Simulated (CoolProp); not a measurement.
The fluid at 262.15 K and 0.714 MPa (stagnation) flows isentropically through a choked orifice. The same conditions are run with several fluids, on thermodynamics alone (safety and materials aside).

Values from CoolProp's reference Helmholtz-energy equation of state of each fluid (hydrogen chloride: Thol 2018; R13: Platzer 1990; carbon monoxide: Lemmon 2006; C2F6 (R116): Lemmon 2006; dry air: Lemmon 2000). The equations of Platzer and Polt are older, rougher fits. Blends and air are pseudo-pure fits.

```tsv
fluid	throat to inlet pressure ratio	mass flux (kg/(m² s))	throat temperature (K)
hydrogen chloride	0.530	2060	219.3
R13	0.580	3300	241.1
carbon monoxide	0.527	1760	218.1
C2F6 (R116)	0.598	3710	248.7
dry air	0.527	1790	218.0
```
